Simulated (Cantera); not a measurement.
Cantera run:

```python
import numpy as np
import cantera as ct

gas_names = """
    B BF BF2 BF3 BO BOF BOF2 BO2 B2 B2O B2O2 B2O3 B3O3F3 F FO FO2 F2 F2O O O2 O3
""".split()
cond_names = """
    B(b) B(L) B2O3(L)
""".split()


# ... load() reads the species with a 1 bar reference pressure and builds the phases ...
atoms = {
    'B2O3': {'B': 2, 'O': 3},
    'F2': {'F': 2},
}
top_T = {}  # K; cautious upper limits of use, not melting points


# ... equilibrate(T, P, feed) seeds the gas with the atoms and calls Mixture.equilibrate('TP', solver="vcs", rtol=1e-11, max_steps=5000) ...
results = []
T = 898.15  # K
P = 8  # Pa
for m in [1.3, 1.7, 2, 2.5, 3.1, 3.8, 4.6, 5.7, 7, 8.6, 11, 13]:
    feed = {'B2O3': 1, 'F2': m}  # mol
    mix = equilibrate(T, P, feed)
    results.append((T, P, feed, dict(zip(mix.species_names, mix.species_moles))))

top = {s: max(r[3][s] / sum(r[3][g] for g in gas_names) for r in results) for s in gas_names}
cols = sorted((s for s in top if top[s] > 0.0001), key=lambda s: -top[s])[:7]
seen = [c for c in cond_names if any(r[3].get(c, 0) > 1e-12 for r in results)]
print("log10 of partial pressures in bar; condensed amounts in mol")
print(f"{'n(F2)':>10s}" + "".join(f"{s[:9]:>10s}" for s in cols + seen))
for T, P, feed, n in results:
    ng = sum(n[g] for g in gas_names)
    print(f"{feed['F2']:10.4g}" + "".join(f"{np.log10(max(n[s] / ng * P / 1e5, 1e-99)):10.3f}" for s in cols)
          + "".join(f"{n.get(c, 0):10.4g}" for c in seen))
```

Result:

```
log10 of partial pressures in bar; condensed amounts in mol
     n(F2)         F       BF3        O2        F2    B3O3F3       BOF   B2O3(L)
       1.3   -14.972    -4.378    -4.465   -26.954    -5.431    -6.892    0.4955
       1.7   -14.972    -4.378    -4.465   -26.954    -5.431    -6.892    0.3403
         2   -14.972    -4.378    -4.465   -26.954    -5.431    -6.892    0.2238
       2.5   -14.972    -4.378    -4.465   -26.954    -5.431    -6.892   0.02979
       3.1    -5.368    -4.364    -4.489    -7.744   -63.054   -26.100         0
       3.8    -4.617    -4.500    -4.625    -6.244   -68.169   -27.805         0
       4.6    -4.441    -4.615    -4.740    -5.890   -69.745   -28.330         0
       5.7    -4.340    -4.734    -4.859    -5.689   -70.885   -28.710         0
         7    -4.283    -4.842    -4.967    -5.574   -71.717   -28.987         0
       8.6    -4.244    -4.946    -5.071    -5.497   -72.415   -29.220         0
        11    -4.213    -5.066    -5.191    -5.434   -73.145   -29.463         0
        13    -4.197    -5.146    -5.271    -5.403   -73.597   -29.614         0
```

Equilibrium computed with Cantera from the NASA thermochemical tables; the gas is ideal and each condensed phase is pure.
